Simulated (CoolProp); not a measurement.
n-perfluorohexane along the isobar 1.57 MPa: density (kg/m³) from the reference equation and from simpler models built on Tc = 448.0 K, pc = 1.742 MPa, ω = 0.497; each cubic takes its own stable root.

Computed with CoolProp (reference Helmholtz-energy equation of state, Gao 2022).

| T (K) | phase | reference |
|---|---|---|
| 355.4 | liquid | 1506 |
| 362.7 | liquid | 1481 |
| 369.9 | liquid | 1454 |
| 377.2 | liquid | 1426 |
| 384.5 | liquid | 1396 |
| 391.8 | liquid | 1364 |
| 399.1 | liquid | 1330 |
| 406.3 | liquid | 1293 |
| 413.6 | liquid | 1251 |
| 420.9 | liquid | 1202 |
| 428.2 | liquid | 1144 |
| 435.4 | liquid | 1066 |
| 450 | gas | 262.8 |

Problem. How far does each simpler model (Redlich-Kwong, Soave-Redlich-Kwong) lie from the reference over these 13 states: mean and median of the absolute difference, and the worst?

Solution. 
- Redlich-Kwong: mean 22.5 %, median 22.9 %, worst -30.2 % at 435.4 K and 1.57 MPa
- Soave-Redlich-Kwong: mean 16.7 %, median 16.3 %, worst -24.4 % at 435.4 K and 1.57 MPa
